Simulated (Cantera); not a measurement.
An adiabatic, constant-volume homogeneous reactor starts with CH4 : O2 : N2 : H2O = 1 : 2.5 : 8.25 : 0.31 (molar parts), equivalence ratio 0.80, at 1023 K and 3750 Torr.

Model: GRI-Mech 3.0 (53 species, 325 reactions), integrated in Cantera.

Problem. Predict: time of steepest temperature rise; temperature at 0.300 s; equilibrium temperature; x(O2) at 0.300 s; x(H2O) at 0.300 s; x(CO) at 0.300 s; x(H2) at 0.300 s; x(NO2) at 0.300 s.

Solution. 
```
Property                                                             Value
---------------------------------  ---------------------------------------
time of steepest temperature rise                                  98.4 ms
temperature at 0.300 s                                              2790 K
equilibrium temperature                                             2790 K
x(O2) at 0.300 s                     0.0383 (gas-phase equilibrium 0.0383)
x(H2O) at 0.300 s                      0.175 (gas-phase equilibrium 0.175)
x(CO) at 0.300 s                     0.0136 (gas-phase equilibrium 0.0136)
x(H2) at 0.300 s                   0.00508 (gas-phase equilibrium 0.00508)
x(NO2) at 0.300 s                  1.54e-5 (gas-phase equilibrium 1.54e-5)
```
